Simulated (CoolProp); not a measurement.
n-perfluoropentane at 354.53 K and 0.796 MPa is throttled through a valve to 0.259 MPa with no heat exchange. Each further row changes one setting.

Computed with CoolProp (reference Helmholtz-energy equation of state, Gao 2022).

```tsv
case	temperature change (K)	final phase	final density (kg/m³)
as stated	…	…	88.6
outlet pressure 0.0777 MPa	-59.1	…	13.5
outlet pressure 0.337 MPa	-14.4	…	…
```

**Question.** Fill in the missing entries.

**Answer.** 
- as stated, temperature change (K): -23.6
- as stated, final phase: two-phase, vapour fraction 0.330
- outlet pressure 0.0777 MPa, final phase: two-phase, vapour fraction 0.704
- outlet pressure 0.337 MPa, final phase: two-phase, vapour fraction 0.212
- outlet pressure 0.337 MPa, final density (kg/m³): 170
